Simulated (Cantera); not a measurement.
An adiabatic, constant-pressure homogeneous reactor starts with CO : H2 : CH4 : O2 : N2 = 1 : 0.27 : 0.49 : 1.66 : 6.26 (molar parts), equivalence ratio 0.97, at 1200 K and 1.01 bar. Integrator tolerance rtol = 1e-08.

Model: GRI-Mech 3.0 (53 species, 325 reactions), integrated in Cantera.

Task: What does this change do: pressure from 1.01 bar to 1.10 bar?

Result: 
| quantity | before | after |
|---|---|---|
| time of steepest temperature rise | 1.56 ms | 1.47 ms |
| temperature at 2.00 s | 2636 K | 2641 K |
| equilibrium temperature | 2636 K | 2641 K |
| x(CO) at 2.00 s | 0.0501 (gas-phase equilibrium 0.0501) | 0.0497 (gas-phase equilibrium 0.0497) |
| x(H2) at 2.00 s | 0.00817 (gas-phase equilibrium 0.00817) | 0.00808 (gas-phase equilibrium 0.00808) |
| x(CH4) at 2.00 s | <1e-12 (gas-phase equilibrium <1e-12) | <1e-12 (gas-phase equilibrium <1e-12) |
| x(CH3) at 2.00 s | <1e-12 (gas-phase equilibrium <1e-12) | <1e-12 (gas-phase equilibrium <1e-12) |
| x(CO2) at 2.00 s | 0.108 (gas-phase equilibrium 0.108) | 0.109 (gas-phase equilibrium 0.109) |

Task: What does this change do: pressure from 1.01 bar to 5.50 bar?

Result: 
```
quantity                                                            before                                    after
---------------------------------  ---------------------------------------  ---------------------------------------
time of steepest temperature rise                                  1.56 ms                                 0.436 ms
temperature at 2.00 s                                               2636 K                                   2739 K
equilibrium temperature                                             2636 K                                   2739 K
x(CO) at 2.00 s                      0.0501 (gas-phase equilibrium 0.0501)    0.0416 (gas-phase equilibrium 0.0416)
x(H2) at 2.00 s                    0.00817 (gas-phase equilibrium 0.00817)  0.00625 (gas-phase equilibrium 0.00625)
x(CH4) at 2.00 s                     <1e-12 (gas-phase equilibrium <1e-12)    <1e-12 (gas-phase equilibrium <1e-12)
x(CH3) at 2.00 s                     <1e-12 (gas-phase equilibrium <1e-12)    <1e-12 (gas-phase equilibrium <1e-12)
x(CO2) at 2.00 s                       0.108 (gas-phase equilibrium 0.108)      0.118 (gas-phase equilibrium 0.118)
```
